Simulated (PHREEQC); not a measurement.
Consider water at 20 °C with 0.91 mmol/kgw H4SiO4, 3.8 mmol/kgw LiCl and 0.27 mmol/kgw Na2SeO4. Closed to the air; pH follows from the charge balance.

Model: ion-association model, wateq4f.dat, run in PHREEQC.

```json
{
  "pH": "6.46",
  "ionic_strength": "0.00461 mol/kgw"
}
```

```
species  molality  activity   log γ
-------  --------  --------  ------
Cl-       0.00380   0.00353  -0.032
Li+       0.00380   0.00354  -0.030
H4SiO4   0.000910  0.000911   0.000
Na+      0.000540  0.000503  -0.031
SeO4-2   0.000270  0.000202  -0.126
H+        3.68e-7   3.45e-7  -0.029
H3SiO4-   3.50e-7   3.25e-7  -0.032
OH-       2.12e-8   1.97e-8  -0.032
HSeO4-    2.97e-9   2.76e-9  -0.031
```

This is a speciation only: nothing precipitates in the calculation. Examples of supersaturated solids here: Quartz (slow to form), Chalcedony (slow to form). Others may be too. Complexes and solids missing from the database can't appear.
